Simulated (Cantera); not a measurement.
**HgO + O2 + H2 (iron carbonyl, mercury and lead vapours)**

Charge: 1 mol HgO, 0.051 mol O2, 66 mol H2, at 473.15 K and 1400 Pa.

Equilibrium computed with Cantera from the NASA thermochemical tables; the gas is ideal and each condensed phase is pure. Candidate condensed phases: H2O, Hg, HgO; 10 gas species. Kinetics and transport are ignored.

```json
{
 "x(H2)": "0.969",
 "x(H2O)": "0.0164",
 "x(Hg)": "0.0149",
 "gas_amount": "67.00 mol",
 "log10 activity of Hg(l) (absent)": "-2.04"
}
```
